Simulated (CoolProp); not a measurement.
A simple Rankine cycle with n-perfluorobutane: condensing at 332.15 K, boiler at 1.76 MPa, turbine inlet 377.8 K, turbine efficiency 0.85, pump efficiency 0.8, no recuperator. Each further row changes one setting.

Model: reference Helmholtz-energy equation of state, Gao 2022, in CoolProp.

```csv
case,thermal efficiency (%),net work (kJ/kg),heat in (kJ/kg),turbine exit temperature (K),volume ratio over the turbine
as stated,…,6.47,103,…,3.31
turbine inlet 397.8 K,6.0,…,126,378.8,2.94
condensing temperature 324.15 K,7.3,8.25,112,352.3,4.17
boiler pressure 1.23 MPa,…,4.61,112,367.0,1.92
turbine efficiency 0.75,5.4,5.59,103,356.6,3.33
```

### Question
Some entries are withheld; supply them.

### Answer

- as stated, thermal efficiency (%): 6.3
- as stated, turbine exit temperature (K): 355.7
- turbine inlet 397.8 K, net work (kJ/kg): 7.59
- boiler pressure 1.23 MPa, thermal efficiency (%): 4.1
